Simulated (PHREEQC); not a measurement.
Brackish or sea water

A made-up water analysis in mg/L, 25 °C, pH 7.94, pe -0.3:

```csv
constituent,mg/L
Na,2020
K,2.52
Ca,100
Mg,328
Cl,2150
S(6) as SO4,2840
Alkalinity as HCO3,1.72
Li,25.3
```

Valence states are taken as typed.

The numbers come from PHREEQC with the ion-association model, phreeqc.dat.

No solid was allowed to form.

Q: Predict the ionic strength, density, charge-balance error.

A: ionic strength 0.139 mol/kgw; density 1.003 g/cm³; charge-balance error 1.8 %.

Q: In which forms is Ca present?

A: Ca+2 70 %, CaSO4 30 % of the Ca.

Species that the database lacks are ignored.
